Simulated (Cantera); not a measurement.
**Silicon oxide and oxynitride deposition: SiCl₄ + N₂O + NO**

Charge: 1 mol SiCl₄, 0.12 mol N₂O, 25 mol NO, held at 40.5 Torr.

These are equilibrium values from Cantera (NASA tables, ideal gas, pure condensed phases), not measurements of a reactor. Candidate condensed phases: Si, SiO₂, Si₂N₂O, Si₃N₄; 23 gas species. The tables hold silica as quartz up to 1696 K and as liquid above; real silica turns to tridymite and cristobalite and melts near 1996 K. The numbers say what is thermodynamically allowed, not how fast it happens.

```
T (°C)  log p N₂  log p O₂  log p Cl  log p Cl₂  log p NO  log p ClO  log p O  n SiO₂(β-quartz)  n SiO₂(condensed)
------  --------  --------  --------  ---------  --------  ---------  -------  ----------------  -----------------
627        -1.58     -1.62     -5.32      -2.38     -6.25      -7.21   -12.08              1.00                  0
727        -1.58     -1.62     -4.60      -2.39     -5.72      -6.62   -10.61              1.00                  0
827        -1.58     -1.62     -4.01      -2.39     -5.28      -6.14    -9.41              1.00                  0
927        -1.59     -1.62     -3.53      -2.40     -4.92      -5.74    -8.41              1.00                  0
1027       -1.59     -1.63     -3.12      -2.43     -4.62      -5.42    -7.57              1.00                  0
1127       -1.59     -1.63     -2.79      -2.49     -4.36      -5.16    -6.84              1.00                  0
1227       -1.60     -1.64     -2.53      -2.60     -4.14      -4.96    -6.21              1.00                  0
1327       -1.60     -1.64     -2.35      -2.77     -3.95      -4.83    -5.66              1.00                  0
1427       -1.61     -1.65     -2.23      -3.03     -3.78      -4.76    -5.17                 0               1.00
```
log p: log10 of the partial pressure in bar; n: condensed amount in mol.

From 627 °C to 1327 °C the condensed part is SiO₂(β-quartz). At 1427 °C the condensed part is SiO₂(condensed).
